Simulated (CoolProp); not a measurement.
Saturation properties of carbonyl sulfide.

The numbers come from the reference Helmholtz-energy equation of state, Lemmon 2006 in CoolProp. It is a short technical equation, of lower accuracy than the large ones.

```json
[
 {"T (°C)": "-96.25", "p (MPa)": "0.006290", "liquid density (kg/m³)": "1269", "liquid cp (kJ/(kg K))": "1.167"},
 {"T (°C)": "-92.85", "p (MPa)": "0.008165", "liquid density (kg/m³)": "1262", "liquid cp (kJ/(kg K))": "1.165"},
 {"T (°C)": "-89.55", "p (MPa)": "0.01041", "liquid density (kg/m³)": "1255", "liquid cp (kJ/(kg K))": "1.164"},
 {"T (°C)": "-86.15", "p (MPa)": "0.01323", "liquid density (kg/m³)": "1249", "liquid cp (kJ/(kg K))": "1.163"},
 {"T (°C)": "-82.75", "p (MPa)": "0.01665", "liquid density (kg/m³)": "1242", "liquid cp (kJ/(kg K))": "1.163"},
 {"T (°C)": "-79.35", "p (MPa)": "0.02076", "liquid density (kg/m³)": "1235", "liquid cp (kJ/(kg K))": "1.164"},
 {"T (°C)": "-76.05", "p (MPa)": "0.02551", "liquid density (kg/m³)": "1228", "liquid cp (kJ/(kg K))": "1.164"},
 {"T (°C)": "-72.65", "p (MPa)": "0.03129", "liquid density (kg/m³)": "1221", "liquid cp (kJ/(kg K))": "1.165"},
 {"T (°C)": "-69.25", "p (MPa)": "0.03809", "liquid density (kg/m³)": "1214", "liquid cp (kJ/(kg K))": "1.167"},
 {"T (°C)": "-65.85", "p (MPa)": "…", "liquid density (kg/m³)": "…", "liquid cp (kJ/(kg K))": "…"},
 {"T (°C)": "-62.55", "p (MPa)": "0.05493", "liquid density (kg/m³)": "…", "liquid cp (kJ/(kg K))": "1.171"},
 {"T (°C)": "-59.15", "p (MPa)": "0.06550", "liquid density (kg/m³)": "1193", "liquid cp (kJ/(kg K))": "…"},
 {"T (°C)": "-55.75", "p (MPa)": "0.07762", "liquid density (kg/m³)": "1186", "liquid cp (kJ/(kg K))": "1.176"},
 {"T (°C)": "-52.35", "p (MPa)": "…", "liquid density (kg/m³)": "1179", "liquid cp (kJ/(kg K))": "1.179"}
]
```

Question: Fill in the missing entries.

Answer: 
- -65.85, p (MPa): 0.04602
- -65.85, liquid density (kg/m³): 1207
- -65.85, liquid cp (kJ/(kg K)): 1.169
- -62.55, liquid density (kg/m³): 1200
- -59.15, liquid cp (kJ/(kg K)): 1.173
- -52.35, p (MPa): 0.09145

It boils at -50.2 °C under 1 atm.
